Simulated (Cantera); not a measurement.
A perfectly stirred reactor is fed with CO : O2 : H2O : N2 = 0.003 : 0.044 : 0.00067 : 1 (molar parts), equivalence ratio 0.034, at 4.93 atm; it is held at 1450 K, and followed from long to short residence time.

Computed with Cantera and GRI-Mech 3.0 (53 species, 325 reactions).

```
quantity                 before     after
---------------------  --------  --------
x(CO) at τ = 6.90 s     7.15e-6   0.00192
x(O2) at τ = 6.90 s      0.0406    0.0415
x(H2O) at τ = 6.90 s   0.000638  0.000639
x(NO) at τ = 6.90 s     2.22e-6  4.13e-11
x(NO2) at τ = 6.90 s    4.17e-8  5.59e-10
x(CO) at τ = 94.0 ms   0.000167   0.00286
x(O2) at τ = 94.0 ms     0.0407    0.0420
x(H2O) at τ = 94.0 ms  0.000634  0.000639
x(NO) at τ = 94.0 ms    2.50e-6    <1e-12
x(NO2) at τ = 94.0 ms   1.05e-7    <1e-12
```

**Question.** Name the change that produced these shifts.
(A) CO 0.003 to 0.0049 parts
(B) CO 0.003 to 0.0017 parts
(C) CO 0.003 to 0.005 parts
(D) temperature 1450 to 1000 K

**Answer.** D, temperature 1450 to 1000 K
